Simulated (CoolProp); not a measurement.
Computed with CoolProp (reference Helmholtz-energy equation of state, Lemmon 2006). It is a short technical equation, of lower accuracy than the large ones.

Give the vapour pressure (kPa), liquid density (kg/m³), vapour density (kg/m³), enthalpy of vaporisation (kJ/kg) of saturated toluene at 409.5, 417.8 K.


| T (K) | p (kPa) | liquid density (kg/m³) | vapour density (kg/m³) | enthalpy of vaporisation (kJ/kg) |
|---|---|---|---|---|
| 409.5 | 200 | 752 | 5.78 | 343 |
| 417.8 | 243 | 743 | 6.98 | 337 |
